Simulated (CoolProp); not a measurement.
Properties of R152A along the isobar 0.101 MPa.

The numbers come from the reference Helmholtz-energy equation of state, Outcalt 1996 in CoolProp. It is a modified Benedict-Webb-Rubin equation, recast in Helmholtz form.

```
T (K)   phase  density (kg/m³)  cp (kJ/(kg K))  cv (kJ/(kg K))
-----  ------  ---------------  --------------  --------------
215.6  liquid             1079           1.555           1.037
241.4  liquid             1027           1.605           1.059
267.3     gas            3.102          0.9986          0.8483
293.1     gas            2.801           1.041          0.8993
319       gas            2.558           1.091          0.9542
344.9     gas            2.356           1.145           1.011
370.7     gas            2.186           1.200           1.068
396.6     gas            2.039           1.256           1.125
422.4     gas            1.911           1.310           1.180
448.3     gas            1.799           1.364           1.235
474.1     gas            1.699           1.416           1.287
500       gas            1.610           1.466           1.338
```
